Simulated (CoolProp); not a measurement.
A Linde-Hampson liquefier for methane: isothermal reversible compression at 280 K from 1 atm to 20 MPa, throttling to 1 atm, return gas leaving the recuperator 2 K below the feed. Each further row changes one setting.

Values from CoolProp's reference Helmholtz-energy equation of state, Setzmann 1991.

| case | liquid yield per pass | compression work (kJ/kg of gas) |
|---|---|---|
| as stated | [?] | 714 |
| high pressure 40 MPa | [?] | [?] |
| warm-end temperature 310 K | [?] | [?] |
| warm-end gap 7 K | [?] | 714 |

Task: Fill in the missing entries.

Result: 
- as stated, liquid yield per pass: 0.235
- high pressure 40 MPa, liquid yield per pass: 0.284
- high pressure 40 MPa, compression work (kJ/kg of gas): 803
- warm-end temperature 310 K, liquid yield per pass: 0.173
- warm-end temperature 310 K, compression work (kJ/kg of gas): 811
- warm-end gap 7 K, liquid yield per pass: 0.225
